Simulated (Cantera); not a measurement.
## Premixed flame

A freely propagating, adiabatic, planar premixed flame of CH₄ : C₂H₆ : C₃H₈ : O₂ : N₂ = 0.76 : 0.18 : 0.16 : 2.64 : 9.92 (molar parts), equivalence ratio 1.1, unburnt at 500 K and 0.120 bar; mixture-averaged transport, grid criteria slope 0.08 and curve 0.16, no radiation.

Model: GRI-Mech 3.0 (53 species, 325 reactions), integrated in Cantera. GRI-Mech 3.0 was tuned for natural gas; its chemistry of propane as a main component is partial and can be far from experiment. Burning velocities carry a grid error of a few per cent, more on coarse grids.

```
z (mm)  T (K)  u (m/s)     x CH₄    x C₂H₆   x C₃H₈  x N₂O   x CH₂CO       x H
------  -----  -------  --------  --------  -------  -----  --------  --------
-6.42     500     1.35    0.0556    0.0132   0.0117  <1e-8     <1e-8     <1e-8
-4.28     501     1.35    0.0554    0.0131   0.0117  <1e-8   1.13e-8   2.37e-8
-3.21     505     1.37    0.0551    0.0131   0.0116  <1e-8   1.17e-7   3.63e-7
-2.14     549     1.50    0.0533    0.0129   0.0115  <1e-8   2.87e-6   9.54e-6
-1.07     929     2.61    0.0407    0.0106  0.00817  <1e-8  0.000130  0.000318
-0.535   1348     3.87    0.0242   0.00455  0.00239  <1e-8  0.000483   0.00173
0        1727     5.04   0.00731  0.000307  6.31e-5  <1e-8  0.000471   0.00611
0.535    1892     5.54  0.000913   2.13e-6  7.92e-8  <1e-8   9.96e-5    0.0114
1.07     1929     5.64   6.28e-5     <1e-8    <1e-8  <1e-8   7.56e-6    0.0149
2.14     1948     5.67   2.45e-7     <1e-8    <1e-8  <1e-8   2.21e-8    0.0174
4.28     1965     5.70     <1e-8     <1e-8    <1e-8  <1e-8     <1e-8    0.0179
8.56     1985     5.75     <1e-8     <1e-8    <1e-8  <1e-8     <1e-8    0.0170
17.1     2017     5.83     <1e-8     <1e-8    <1e-8  <1e-8     <1e-8    0.0151
```
x: mole fraction of selected species; z is measured from the peak of heat release.

The laminar burning velocity is 135 cm/s, the thermal thickness is 2.14 mm and the peak x(CH₂CO) comes out as 0.000588. The peak x(H) is 0.0180 and the grid points comes out as 161.
